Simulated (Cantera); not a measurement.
Input: 1 mol Si2H6, 0.17 mol O3, equilibrated at 1527 °C and 100 Torr.

These are equilibrium values from Cantera (NASA tables, ideal gas, pure condensed phases), not measurements of a reactor. Candidate condensed phases: H2O, Si, SiO2; 18 gas species. The feed counts by its element totals alone. Gases not in the tables: Si2H6 and higher silanes. Rates play no part.

Base state: H2 0.854, SiO 0.145, H 0.000906, SiH2 2.56e-5, Si 2.38e-5, H2O 2.04e-5 (mole fractions); condensed: Si(l).

What changes in the equilibrium state with this change: Si2H6 replaced by TEOS?


```csv
species,before,after
H2,0.854,0.688
CO,0,0.309
SiO,0.145,0.00172
C2H2 (acetylene),0,0.000121
CH4,0,4.86e-5
SiH2,2.56e-5,4.96e-7
Si,2.38e-5,5.74e-7
H2O,2.04e-5,8.08e-6
"Si(l), mol",1.49,0
"C(graphite), mol",0,2.54
"SiC(s), mol",0,0.975
```
Further candidate phases: C, C6H6, C7H8, C8H18, SiC.
